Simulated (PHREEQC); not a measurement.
A made-up water analysis in mg/L, 25 °C, pH 5.59, pe 10.4: Na 1630; K 549; Ca 10.3; Mg 384; Cl 2910; S(6) as SO4 1460; Alkalinity as HCO3 360; N(5) as NO3 10; Br 5.94; Zn 67.1; O(0) (dissolved oxygen) 8.32; F 0.269.

Valence states are taken as typed.

Computed with PHREEQC (ion-association model, phreeqc.dat).

No solid was allowed to form.

What ionic strength, charge-balance error, specific conductance does the model give?

ionic strength 0.133 mol/kgw; charge-balance error 0.2 %; specific conductance 11100 µS/cm.

In which forms is Ca present?

Ca+2 81 %, CaSO4 17 %, CaHCO3+ 2.0 % of the Ca.

Species that the database lacks are ignored. The database's zinc carbonate complexes are estimates, stronger than later reviews accept.
